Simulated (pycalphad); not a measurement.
Freezing of Sn-Si alloys with rising Si

All values are pycalphad results on the COST 507 light-alloy database (1999) (1 atm), not direct measurements. These are 1990s assessments: newer ones move some temperatures and phases. Amounts are mole fractions of atoms.

Scheil-Gulliver runs (no diffusion in the solid, steps of 4 K) beside full equilibrium.

```
alloy              liquidus (K)  Scheil, half solid (K)  Scheil, 80 % solid (K)  Scheil, invariant end (K)  liquid left at that end  equilibrium solidus (K)
-----------------  ------------  ----------------------  ----------------------  -------------------------  -----------------------  -----------------------
Sn-14.35Si (at.%)          1485    at the invariant end    at the invariant end                        505                     0.86                      505
Sn-28.7Si (at.%)           1561    at the invariant end    at the invariant end                        505                     0.71                      505
Sn-43.05Si (at.%)          1601    at the invariant end    at the invariant end                        505                     0.57                      505
Sn-57.4Si (at.%)              ?                       ?    at the invariant end                        505                        ?                      505
```

**Question.** Complete the blanks.

**Answer.** 
- Sn-57.4Si (at.%), liquidus (K): 1625
- Sn-57.4Si (at.%), Scheil, half solid (K): 1489
- Sn-57.4Si (at.%), liquid left at that end: 0.43
